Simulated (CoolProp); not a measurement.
A single-stage vapour-compression cycle with isobutane: evaporating at 320.15 K (dew point), condensing at 368.15 K (bubble point), superheat 10 K, subcooling 5 K, compressor efficiency 0.7, no pressure losses. Each further row changes one setting.

Computed with CoolProp (reference Helmholtz-energy equation of state, Bücker 2006).

```json
[
 {"case": "as stated", "cooling COP": "3.44", "pressure ratio": "2.84", "discharge temperature (K)": "376.8", "refrigerating effect (kJ/kg)": "203", "volumetric capacity (kJ/m³)": "3150"},
 {"case": "evaporating temperature 325.15 K", "cooling COP": "(withheld)", "pressure ratio": "(withheld)", "discharge temperature (K)": "376.8", "refrigerating effect (kJ/kg)": "210", "volumetric capacity (kJ/m³)": "(withheld)"},
 {"case": "condensing temperature 363.15 K", "cooling COP": "4.04", "pressure ratio": "(withheld)", "discharge temperature (K)": "372.1", "refrigerating effect (kJ/kg)": "218", "volumetric capacity (kJ/m³)": "3380"},
 {"case": "subcooling 10 K", "cooling COP": "(withheld)", "pressure ratio": "2.84", "discharge temperature (K)": "376.8", "refrigerating effect (kJ/kg)": "218", "volumetric capacity (kJ/m³)": "3380"},
 {"case": "superheat 20 K", "cooling COP": "(withheld)", "pressure ratio": "2.84", "discharge temperature (K)": "(withheld)", "refrigerating effect (kJ/kg)": "223", "volumetric capacity (kJ/m³)": "(withheld)"},
 {"case": "compressor efficiency 0.6", "cooling COP": "2.95", "pressure ratio": "2.84", "discharge temperature (K)": "380.6", "refrigerating effect (kJ/kg)": "203", "volumetric capacity (kJ/m³)": "3150"}
]
```

Problem. Fill in the missing entries.

Solution. 
- evaporating temperature 325.15 K, cooling COP: 4.03
- evaporating temperature 325.15 K, pressure ratio: 2.51
- evaporating temperature 325.15 K, volumetric capacity (kJ/m³): 3680
- condensing temperature 363.15 K, pressure ratio: 2.58
- subcooling 10 K, cooling COP: 3.70
- superheat 20 K, cooling COP: 3.58
- superheat 20 K, discharge temperature (K): 385.9
- superheat 20 K, volumetric capacity (kJ/m³): 3300
